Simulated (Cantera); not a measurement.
Charge: 1 mol BF₃, 2.9 mol H₂O, 0.85 mol N₂.

Method: chemical equilibrium by Gibbs-energy minimisation in Cantera with the NASA 1993 tables (ideal gas, pure condensed phases). Candidate condensed phases: B, BN, B₂O₃, B₃O₃H₃, H₂O; 62 gas species. The tables' values for BF₂ are old estimates. Gases not in the tables: H₃BO₃. Rates play no part.

Q: What condenses at these points (T in °C, P in Pa): (1227, 220); (1327, 46); (1177, 100000); (1527, 220); (1177, 22000)?

A: 
```csv
T (°C),P in Pa,condensed phases,B condensed (%)
1227,220,gas only,0.0
1327,46,gas only,0.0
1177,100000,B₂O₃,24.3
1527,220,gas only,0.0
1177,22000,B₂O₃,18.7
```
